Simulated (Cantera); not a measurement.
Predominance diagram of Mg at 327 °C against the partial pressures of O2 and Br2 (log10, bar). Standard-state values (1 bar) from the NASA 1993 polynomials, evaluated with Cantera. Candidates: Mg(s), MgBr2(s), MgO(s). Only these pure phases compete in this equilibrium. Not in the tables: oxide halides.

```
log p(Br2) \ log p(O2)
        columns: -55, -51.9, -48.8, -45.7, -42.6, -39.4, -36.3, -33.2, -30.1, -27, -23.9, -20.8, -17.7, -14.6, -11.4, -8.3, -5.2, -2.1, 1
      1  A A A A A A A A A A A A A A A B B B B
   -1.8  A A A A A A A A A A A A A B B B B B B
   -4.5  A A A A A A A A A A A B B B B B B B B
   -7.3  A A A A A A A A A B B B B B B B B B B
  -10.1  A A A A A A A B B B B B B B B B B B B
  -12.8  A A A A A A B B B B B B B B B B B B B
  -15.6  A A A A B B B B B B B B B B B B B B B
  -18.4  A A B B B B B B B B B B B B B B B B B
  -21.2  B B B B B B B B B B B B B B B B B B B
  -23.9  B B B B B B B B B B B B B B B B B B B
  -26.7  B B B B B B B B B B B B B B B B B B B
  -29.5  B B B B B B B B B B B B B B B B B B B
  -32.2  B B B B B B B B B B B B B B B B B B B
    -35  B B B B B B B B B B B B B B B B B B B
```

A: MgBr2(s); B: MgO(s).
